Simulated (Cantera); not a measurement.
Cantera run:

```python
import numpy as np
import cantera as ct

gas_names = """
    CL CL2 H HCL H2 N NH NH2 NH3 N2 N2H2 N2H4 Si SiCL SiCL2 SiCL3 SiCL4 SiH SiHCL3 SiH2 SiH2CL2 SiH3
    SiH3CL SiH4 SiN Si2 Si2N Si3
""".split()
cond_names = """
    NH4CL(a) NH4CL(b) Si(cr) Si(L) Si3N4(a)
""".split()


# ... load() reads the species with a 1 bar reference pressure and builds the phases ...
atoms = {
    'SiH2Cl2': {'Si': 1, 'H': 2, 'CL': 2},
    'NH3': {'N': 1, 'H': 3},
    'N2': {'N': 2},
}
top_T = {'Si3N4(a)': 2400}  # K; cautious upper limits of use, not melting points


# ... equilibrate(T, P, feed) seeds the gas with the atoms and calls Mixture.equilibrate('TP', solver="vcs", rtol=1e-11, max_steps=5000) ...
results = []
feed = {'SiH2Cl2': 1, 'NH3': 1.1, 'N2': 52}  # mol
T = 1623  # K
P = 640  # Pa
mix = equilibrate(T, P, feed)
results.append((T, P, feed, dict(zip(mix.species_names, mix.species_moles))))
x = sorted(zip(gas.X, gas.species_names), reverse=True)
print(f"T = {T:g} K  P = {P:g} Pa  gas = {mix.phase_moles(0):.4g} mol")
print("   x: " + "  ".join(f"{s} {v:.3e}" for v, s in x if v > 1e-05))
print("   condensed (mol): " + ("  ".join(f"{mix.phase(i).name} {mix.phase_moles(i):.4g}"
      for i in range(1, mix.n_phases) if mix.phase_moles(i) > 1e-12) or "none"))
```

Output:

```
T = 1623 K  P = 640 Pa  gas = 55.81 mol
   x: N2 9.345e-01  H2 3.694e-02  HCL 2.092e-02  SiCL2 7.297e-03  H 1.660e-04  SiCL3 7.633e-05  CL 7.406e-05  SiCL 1.038e-05
   condensed (mol): Si3N4(a) 0.1958
```

Method: chemical equilibrium by Gibbs-energy minimisation in Cantera with the NASA 1993 tables (ideal gas, pure condensed phases). The tables' values for SiCl3, SiCl are old estimates; treat these amounts as uncertain.
